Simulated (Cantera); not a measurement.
# Silicon etching in halogen gases: Si + Cl2

A closed system holds: 1 mol Si, a varied amount of Cl2, at 650 K and 1.00 bar.

Cantera equilibrium calculation (NASA polynomials, part measured and part estimated; ideal gas, pure solids and liquids). Candidate condensed phases: Si; 9 gas species. Kinetics and transport are ignored.

```tsv
n(Cl2) (mol)	x SiCl4	x Cl2	x SiCl3	x Cl	n Si(s)
0.88	1.000	<1e-12	6.35e-6	<1e-12	0.560
1.2	1.000	<1e-12	6.35e-6	<1e-12	0.400
1.7	1.000	<1e-12	6.35e-6	<1e-12	0.150
2.3	0.769	0.231	<1e-12	6.24e-8	0
3.3	0.435	0.565	<1e-12	9.77e-8	0
4.5	0.286	0.714	<1e-12	1.10e-7	0
6.2	0.192	0.808	<1e-12	1.17e-7	0
8.6	0.132	0.868	<1e-12	1.21e-7	0
```
x: gas mole fraction; n: condensed amount in mol.

From 0.88 mol Cl2 to 1.7 mol Cl2 the condensed part is Si(s). From 2.3 mol Cl2 to 8.6 mol Cl2 nothing is condensed. The main Si-bearing gas is SiCl4 throughout.
